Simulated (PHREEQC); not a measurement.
Make-up at 25 °C and 500 atm: 0.14 mol/kgw KCl and 0.19 mol/kgw BaBr2. Closed to the air; pH follows from the charge balance.

Model: ion-association model, phreeqc.dat, run in PHREEQC.

```json
{
  "ionic_strength": "0.710 mol/kgw",
  "activity_of_water": "0.986",
  "density": "1.073 g/cm³"
}
```

| species | molality | activity | log γ |
|---|---|---|---|
| Br- | 0.380 | 0.224 | -0.229 |
| Ba+2 | 0.190 | 0.0389 | -0.689 |
| Cl- | 0.140 | 0.0889 | -0.197 |
| K+ | 0.140 | 0.0878 | -0.203 |
| H+ | 1.86e-7 | 1.41e-7 | -0.120 |
| OH- | 1.69e-7 | 1.03e-7 | -0.213 |
| BaOH+ | 1.70e-8 | 1.13e-8 | -0.176 |

No solid was allowed to form. The ionic strength is past about 0.7 mol/kgw, beyond the range of this activity model, so the values are rough. Under pressure, the constants of complexes without a molar volume in the database are unreliable.
